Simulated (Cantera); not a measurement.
A freely propagating, adiabatic, planar premixed flame of 50.2 % H₂, 10.4 % O₂, 39.3 % N₂, equivalence ratio 2.4, unburnt at 348 K and 5.00 bar; mixture-averaged transport, grid criteria slope 0.08 and curve 0.16, no radiation.

Model: the H2/O2 subset of GRI-Mech 3.0, which has no nitrogen chemistry, integrated in Cantera. The hydrogen kinetics of GRI-Mech 3.0 are dated; newer H2 mechanisms differ, most at raised pressure. Burning velocities carry a grid error of a few per cent, more on coarse grids.

Question: Predict: laminar burning velocity; thermal thickness; peak x(HO₂); peak x(H₂O₂); peak x(OH).

Answer: 
| Quantity | Result |
|---|---|
| laminar burning velocity | 308 cm/s |
| thermal thickness | 0.0510 mm |
| peak x(HO₂) | 0.00101 |
| peak x(H₂O₂) | 0.000119 |
| peak x(OH) | 0.00150 |
